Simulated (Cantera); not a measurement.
# Premixed flame

A freely propagating, adiabatic, planar premixed flame of CH₄ : C₂H₆ : C₃H₈ : O₂ : N₂ = 1 : 0.24 : 0.36 : 3.31 : 14.9 (molar parts), equivalence ratio 1.4, unburnt at 623 K and 1.38 atm; mixture-averaged transport, grid criteria slope 0.08 and curve 0.16, no radiation.

Detailed kinetics in Cantera: GRI-Mech 3.0 (53 species, 325 reactions). GRI-Mech 3.0 was tuned for natural gas; its chemistry of propane as a main component is partial and can be far from experiment. Burning velocities carry a grid error of a few per cent, more on coarse grids.

```
z (mm)   T (K)  u (m/s)     x CH₄    x C₂H₆   x C₃H₈      x NO     x H₂   x CH₂CO
-------  -----  -------  --------  --------  -------  --------  -------  --------
-1.12      624    0.648    0.0502    0.0121   0.0181     <1e-8  0.00379   4.65e-8
-0.747     629    0.657    0.0498    0.0120   0.0180   1.83e-8  0.00904   6.84e-7
-0.560     647    0.680    0.0488    0.0119   0.0179   8.37e-8   0.0146   4.38e-6
-0.373     740    0.788    0.0454    0.0113   0.0172   5.96e-7   0.0241   4.35e-5
-0.187    1122     1.23    0.0331   0.00803   0.0109   4.79e-6   0.0376  0.000437
-0.0933   1467     1.65    0.0211   0.00368  0.00301   1.02e-5   0.0445  0.000961
0         1787     2.04   0.00780  0.000337  4.96e-5   1.92e-5   0.0479  0.000649
0.0933    1953     2.23   0.00159   8.00e-6  2.59e-8   3.37e-5   0.0475  0.000109
0.187     2009     2.29  0.000296   2.93e-7    <1e-8   4.95e-5   0.0472   1.63e-5
0.373     2036     2.32   1.83e-5     <1e-8    <1e-8   7.17e-5   0.0483   1.37e-6
0.747     2050     2.33   5.12e-7     <1e-8    <1e-8   9.10e-5   0.0496   5.50e-8
1.49      2063     2.34     <1e-8     <1e-8    <1e-8  0.000102   0.0501     <1e-8
2.99      2074     2.35     <1e-8     <1e-8    <1e-8  0.000107   0.0503     <1e-8
```
x: mole fraction of selected species; z is measured from the peak of heat release.

The laminar burning velocity is 64.5 cm/s and the thermal thickness is 0.373 mm. The peak x(H₂) comes out as 0.0506 and the peak x(CH₂CO) is 0.00102. The grid points comes out as 137.
